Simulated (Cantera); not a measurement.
Premixed flame

A freely propagating, adiabatic, planar premixed flame of 8.80 % CH₄, 16.0 % O₂, 60.2 % N₂, 15.0 % H₂O, equivalence ratio 1.1, unburnt at 350 K and 1280 Torr; multicomponent transport, grid criteria slope 0.08 and curve 0.16, no radiation.

Model: GRI-Mech 3.0 (53 species, 325 reactions), integrated in Cantera. Burning velocities carry a grid error of a few per cent, more on coarse grids.

```csv
z (mm),T (K),u (m/s),x CH₄,x O₂,x H₂O,x HCO,x C₂H₂,x C₂H
-1.74,350,0.178,0.0879,0.160,0.150,<1e-8,1.06e-8,<1e-8
-1.16,356,0.181,0.0875,0.159,0.150,<1e-8,1.98e-7,<1e-8
-0.870,377,0.192,0.0863,0.158,0.152,<1e-8,1.27e-6,<1e-8
-0.580,500,0.256,0.0798,0.149,0.163,<1e-8,1.21e-5,<1e-8
-0.290,979,0.508,0.0520,0.109,0.210,4.43e-8,9.55e-5,<1e-8
-0.145,1363,0.710,0.0266,0.0689,0.249,1.59e-6,0.000212,<1e-8
0,1714,0.894,0.00430,0.0261,0.284,7.43e-6,0.000327,1.17e-7
0.145,1839,0.955,0.000105,0.00765,0.296,1.11e-6,2.95e-5,4.33e-8
0.290,1879,0.972,1.60e-6,0.00373,0.298,5.59e-8,7.73e-7,<1e-8
0.580,1917,0.989,<1e-8,0.00187,0.300,2.11e-8,<1e-8,<1e-8
1.16,1948,1.00,<1e-8,0.000805,0.303,1.16e-8,<1e-8,<1e-8
2.32,1965,1.01,<1e-8,0.000268,0.305,<1e-8,<1e-8,<1e-8
4.64,1974,1.02,<1e-8,7.49e-5,0.305,<1e-8,<1e-8,<1e-8
```
x: mole fraction of selected species; z is measured from the peak of heat release.

```
Property                     Result
------------------------  ---------
laminar burning velocity  17.7 cm/s
thermal thickness          0.580 mm
peak x(HCO)                 7.44e-6
peak x(C₂H₂)               0.000350
peak x(C₂H)                 1.59e-7
grid points                     137
```
